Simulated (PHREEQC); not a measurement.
Solution (15 °C): 4.3 mmol/kgw (NH4)2HPO4. Closed to the air; pH follows from the charge balance.

Computed with PHREEQC (ion-association model, wateq4f.dat).

```tsv
quantity	before	after
pH	8.19	5.91
ionic strength (mol/kgw)	0.0123	0.0123
NH4+ (mol/kgw)	0.00829	0.00832
NH3 (mol/kgw)	0.000315	1.65e-6
```

Problem. What was changed between the two runs?
A) 0.00031 mol/kgw Na2S added
B) temperature from 15 to 50 °C
C) diluted 5-fold with water
D) (NH4)2HPO4 replaced by (NH4)2SO4 at the same molality
E) diluted 10-fold with water

Solution. D, (NH4)2HPO4 replaced by (NH4)2SO4 at the same molality

This is a speciation only: nothing precipitates in the calculation. H3PO4, which wateq4f.dat lacks, is added to it with the constant of phreeqc.dat.
